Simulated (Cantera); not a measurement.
Ignition delay

Mixture: 15.4 % CH₃OH, 17.7 % O₂, 66.9 % N₂, at 120000 Pa, adiabatic and at constant volume. Ignition delay is the time to a rise of 400 K.

Computed with Cantera and GRI-Mech 3.0 (53 species, 325 reactions). GRI-Mech 3.0 was tuned for natural gas; its chemistry of methanol as a main component is partial and can be far from experiment.

```
T0 (K)  delay (ms)
------  ----------
1200          7.46
1250          3.37
1300          1.63
1350         0.837
1400         0.455
1450         0.261
```

```json
{
 "apparent activation energy between 1350 and 1450 K": "190 kJ/mol"
}
```
